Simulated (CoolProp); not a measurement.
m-xylene at several states: density (kg/m³) from the reference equation and from simpler models built on Tc = 343.7 °C, pc = 35.35 bar, ω = 0.326; each cubic takes its own stable root.

The numbers come from the reference Helmholtz-energy equation of state, Zhou 2012 in CoolProp.

```tsv
T (°C)	p (bar)	phase	reference	van der Waals	Redlich-Kwong	Peng-Robinson
90.55	83.9	liquid	810.7	…	685.5	…
340.95	0.405	gas	0.8457	0.8450	0.8455	0.8458
335.45	2.13	gas	4.575	4.554	4.568	4.580
-5.35	0.543	liquid	…	496.6	739.6	…
192.65	153	liquid	…	…	…	726.0
```

Problem. Fill in the missing entries.

Solution. 
- 90.55, van der Waals: 474.0
- 90.55, Peng-Robinson: 795.3
- -5.35, reference: 885.7
- -5.35, Peng-Robinson: 848.2
- 192.65, reference: 729.7
- 192.65, van der Waals: 451.6
- 192.65, Redlich-Kwong: 626.3
